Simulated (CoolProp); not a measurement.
Hydrogen chloride at 293.15 K and 11.7 MPa is throttled through a valve to 8.15 MPa with no heat exchange. Each further row changes one setting.

Model: reference Helmholtz-energy equation of state, Thol 2018, in CoolProp.

```tsv
case	temperature change (K)	final phase	final density (kg/m³)
as stated	(withheld)	liquid	(withheld)
outlet pressure 2.44 MPa	-22.3	(withheld)	(withheld)
outlet pressure 10.6 MPa	(withheld)	liquid	(withheld)
```

Problem. What belongs in the gaps?

Solution. 
- as stated, temperature change (K): -0.9
- as stated, final density (kg/m³): 875
- outlet pressure 2.44 MPa, final phase: two-phase, vapour fraction 0.131
- outlet pressure 2.44 MPa, final density (kg/m³): 291
- outlet pressure 10.6 MPa, temperature change (K): -0.2
- outlet pressure 10.6 MPa, final density (kg/m³): 888
